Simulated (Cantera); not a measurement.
A freely propagating, adiabatic, planar premixed flame of 12.6 % CH4, 19.4 % O2, 56.2 % N2, 11.8 % H2O, equivalence ratio 1.3, unburnt at 575 K and 1000000 Pa; mixture-averaged transport, grid criteria slope 0.08 and curve 0.16, no radiation.

Detailed kinetics in Cantera: GRI-Mech 3.0 (53 species, 325 reactions). Burning velocities carry a grid error of a few per cent, more on coarse grids.

x: mole fraction of selected species; z is measured from the peak of heat release.

```csv
z (mm),T (K),u (m/s),x CH4,x O2,x H2O,x CH2,x C2H6,x NO2
-0.291,576,0.349,0.125,0.193,0.118,<1e-8,1.02e-7,<1e-8
-0.194,584,0.355,0.124,0.192,0.119,<1e-8,1.65e-6,1.74e-8
-0.145,612,0.374,0.121,0.189,0.123,<1e-8,___,___
-0.0970,740,0.458,0.111,0.178,0.139,<1e-8,8.89e-5,5.00e-7
-0.0485,1228,0.776,0.0745,0.128,0.196,<1e-8,0.000727,1.16e-6
-0.0242,1635,1.04,0.0418,0.0804,0.243,1.04e-6,0.00105,3.52e-7
0,2000,1.29,0.0134,0.0327,0.284,2.15e-5,0.000221,2.55e-8
0.0242,2175,1.40,0.00307,0.00927,0.300,2.78e-5,1.13e-5,<1e-8
0.0485,2232,1.44,0.000900,0.00254,0.301,1.15e-5,8.71e-7,<1e-8
0.0970,2259,1.45,0.000178,0.000280,0.300,1.75e-6,2.39e-8,<1e-8
0.194,2268,1.45,___,___,0.299,___,<1e-8,<1e-8
0.388,2271,1.46,2.26e-6,1.17e-5,0.299,<1e-8,<1e-8,<1e-8
0.776,2272,1.46,4.89e-8,1.03e-5,0.299,<1e-8,<1e-8,<1e-8
```

Task: Some entries are withheld; supply them.

Result: 
- -0.145, x C2H6: 1.07e-5
- -0.145, x NO2: 9.07e-8
- 0.194, x CH4: 2.80e-5
- 0.194, x O2: 2.60e-5
- 0.194, x CH2: 1.61e-7
